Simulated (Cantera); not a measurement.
Moist CO burnout

An isothermal, constant-pressure homogeneous reactor starts with 0.385 % CO, 3.27 % O2, 0.154 % H2O, 96.2 % N2, equivalence ratio 0.059, at 1075 K and 6000 Torr.

Model: GRI-Mech 3.0 (53 species, 325 reactions), integrated in Cantera.

```csv
t (s),x CO,x O2,x H2O,x H2,x N2O,x NO2
5.00e-6,0.00385,0.0327,0.00154,<1e-12,<1e-12,<1e-12
1.62e-5,0.00385,0.0327,0.00154,<1e-12,<1e-12,<1e-12
5.22e-5,0.00385,0.0327,0.00154,<1e-12,<1e-12,<1e-12
0.000169,0.00385,0.0327,0.00154,<1e-12,<1e-12,<1e-12
0.000545,0.00385,0.0327,0.00154,<1e-12,5.52e-12,<1e-12
0.00176,0.00385,0.0327,0.00154,6.93e-12,3.49e-11,<1e-12
0.00568,0.00385,0.0327,0.00154,7.38e-11,1.87e-10,<1e-12
0.0184,0.00384,0.0327,0.00154,1.97e-9,1.75e-9,<1e-12
0.0593,0.00374,0.0327,0.00154,1.55e-7,2.87e-8,3.46e-12
0.192,0.00330,0.0324,0.00154,6.20e-7,1.37e-7,8.73e-11
0.619,0.00226,0.0319,0.00154,6.74e-7,4.21e-7,8.93e-10
2.00,0.000813,0.0312,0.00154,2.25e-7,8.91e-7,4.91e-9
```
x: mole fraction; the columns are a selection and need not sum to one.

Equilibrium at this temperature and pressure: CO 5.09e-12, O2 0.0308, H2O 0.00154, H2 2.19e-12, N2O 6.88e-9, NO2 1.03e-6 (gas phase only).
